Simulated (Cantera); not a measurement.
Input: 1 mol Si, 2.2 mol NF₃, equilibrated at 0.133 bar.

Equilibrium computed with Cantera from the NASA thermochemical tables; the gas is ideal and each condensed phase is pure. Candidate condensed phases: Si, Si₃N₄; 16 gas species. Kinetics and transport are ignored.

x: gas mole fraction; nothing condenses.

```csv
T (°C),x F,x F₂,x N₂,x SiF₄,x NF₃,x NF₂
625,0.0489,0.314,0.310,0.296,0.0312,1.63e-6
650,0.0660,0.315,0.309,0.290,0.0196,1.85e-6
675,…,0.309,0.307,0.285,…,2.03e-6
700,0.111,0.297,0.304,0.280,0.00747,2.18e-6
725,…,0.281,0.300,0.275,…,2.27e-6
750,0.171,0.261,0.295,0.270,0.00277,2.32e-6
775,0.206,0.238,0.290,0.264,0.00167,2.31e-6
800,0.244,0.213,0.284,0.259,0.000992,2.25e-6
825,0.282,0.187,0.278,0.253,0.000582,2.13e-6
850,0.320,0.161,0.272,0.247,0.000336,1.98e-6
875,0.356,0.136,0.266,0.242,0.000191,1.79e-6
900,0.390,0.112,0.260,0.237,0.000107,1.59e-6
925,0.421,0.0916,0.255,0.232,5.95e-5,1.38e-6
```

Q: Complete the blanks.

A: 
- 675, x F: 0.0868
- 675, x NF₃: 0.0121
- 725, x F: 0.140
- 725, x NF₃: 0.00457
